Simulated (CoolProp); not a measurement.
R236FA along the isotherm 400 K: Z from the reference equation and from simpler models built on Tc = 398.1 K, pc = 3191 kPa, ω = 0.377; each cubic takes its own stable root.

Computed with CoolProp (reference Helmholtz-energy equation of state, Pan 2012).

```tsv
p (kPa)	phase	reference
665	gas	0.9252
1330	gas	0.8412
1990	gas	0.7428
2660	gas	0.6120
3320	supercritical	0.2595
3990	supercritical	0.2156
4650	supercritical	0.2365
5320	supercritical	0.2605
5980	supercritical	0.2850
6650	supercritical	0.3100
7310	supercritical	0.3347
7980	supercritical	0.3597
```

Task: How far does each simpler model (van der Waals, Redlich-Kwong, Peng-Robinson) lie from the reference over these 12 states: mean and median of the absolute difference, and the worst?

Result: 
- van der Waals: mean 29.0 %, median 42.3 %, worst +46.6 % at 400 K and 3990 kPa
- Redlich-Kwong: mean 12.2 %, median 15.2 %, worst +24.3 % at 400 K and 3990 kPa
- Peng-Robinson: mean 6.0 %, median 4.9 %, worst +14.4 % at 400 K and 3320 kPa
